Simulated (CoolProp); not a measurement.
n-octane along the isobar 15.4 bar: density (kg/m³) from the reference equation and from simpler models built on Tc = 295.6 °C, pc = 24.84 bar, ω = 0.398; each cubic takes its own stable root.

Computed with CoolProp (reference Helmholtz-energy equation of state, Beckmüller 2019).

```json
[
 {"T (°C)": "267.85", "phase": "gas", "reference": "61.28", "ideal gas": "39.11", "Redlich-Kwong": "57.12", "Soave-Redlich-Kwong": "58.83"},
 {"T (°C)": "279.15", "phase": "gas", "reference": "(withheld)", "ideal gas": "38.31", "Redlich-Kwong": "53.74", "Soave-Redlich-Kwong": "54.49"},
 {"T (°C)": "290.45", "phase": "gas", "reference": "(withheld)", "ideal gas": "37.54", "Redlich-Kwong": "50.97", "Soave-Redlich-Kwong": "51.15"},
 {"T (°C)": "301.75", "phase": "gas", "reference": "49.38", "ideal gas": "36.80", "Redlich-Kwong": "48.61", "Soave-Redlich-Kwong": "48.44"},
 {"T (°C)": "312.95", "phase": "gas", "reference": "46.97", "ideal gas": "36.10", "Redlich-Kwong": "46.59", "Soave-Redlich-Kwong": "46.17"},
 {"T (°C)": "324.25", "phase": "gas", "reference": "44.91", "ideal gas": "35.42", "Redlich-Kwong": "44.79", "Soave-Redlich-Kwong": "44.20"},
 {"T (°C)": "335.55", "phase": "gas", "reference": "43.12", "ideal gas": "34.76", "Redlich-Kwong": "(withheld)", "Soave-Redlich-Kwong": "(withheld)"},
 {"T (°C)": "346.85", "phase": "gas", "reference": "41.54", "ideal gas": "34.12", "Redlich-Kwong": "41.73", "Soave-Redlich-Kwong": "40.93"}
]
```

**Question.** What belongs in the gaps?

**Answer.** 
- 279.15, reference: 56.08
- 290.45, reference: 52.32
- 335.55, Redlich-Kwong: 43.18
- 335.55, Soave-Redlich-Kwong: 42.47
